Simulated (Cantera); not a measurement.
A closed system holds: 1 mol Cr, 3.1 mol H₂O, 18 mol H₂, held at 1500 °C and 0.263 Torr.

These are equilibrium values from Cantera (NASA tables, ideal gas, pure condensed phases), not measurements of a reactor. Candidate condensed phases: Cr, Cr₂O₃, H₂O; 13 gas species. The numbers say what is thermodynamically allowed, not how fast it happens.

Question: What is the equilibrium state?

Answer: 
| Item | Value |
|---|---|
| x(H₂) | 0.903 |
| x(H₂O) | 0.0795 |
| x(H) | 0.0144 |
| x(Cr) | 0.00298 |
| x(CrO) | 0.000132 |
| x(OH) | 7.88e-5 |
| x(CrO₂) | 4.57e-6 |
| n(Cr₂O₃(s)) | 0.467 mol |
| gas amount | 21.32 mol |
| log10 activity of Cr(s) (absent) | -1.78 |
